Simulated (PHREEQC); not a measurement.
# Arsenic or selenium liquor (model solution)

Dissolve 0.00058 mol H2SeO3, 0.0058 mol H3PO4 and 5.9e-05 mol CaCl2 per kg of water at 25 °C. Closed to the air; pH follows from the charge balance.

Model: ion-association model, wateq4f.dat, run in PHREEQC.

Each row changes one thing in this solution. This is a speciation only: nothing precipitates in the calculation.

```tsv
case	pH	ionic strength (mol/kgw)	HSeO3- (mol/kgw)	Ca+2 (mol/kgw)	SeO3-2 (mol/kgw)	SI of Portlandite (Ca(OH)2)
as made	2.42	0.00419	0.000195	5.49e-5	2.02e-10	-22.33
H2SeO3 from 0.00058 to 0.00116 mol/kgw	2.41	0.00433	0.000382	5.50e-5	3.83e-10	-22.36
H3PO4 replaced by Na3PO4 at the same molality	11.46	0.0260	4.03e-7	1.01e-7	0.000580	-7.14
temperature from 25 to 60 °C	2.46	0.00382	0.000208	5.26e-5	2.38e-10	-19.88
H3PO4 replaced by NaH2PO4 at the same molality	3.56	0.00627	0.000507	5.35e-5	7.44e-9	-20.10
H3PO4 left out	3.35	0.000642	0.000465	5.90e-5	3.54e-9	-20.39
```

Species that the database lacks are ignored. Some of these states are supersaturated (in Hydroxyapatite, for instance). H3PO4, which wateq4f.dat lacks, is added to it with the constant of phreeqc.dat. At this temperature some constants are extrapolated from 25 °C, and those without enthalpy data are left unchanged.
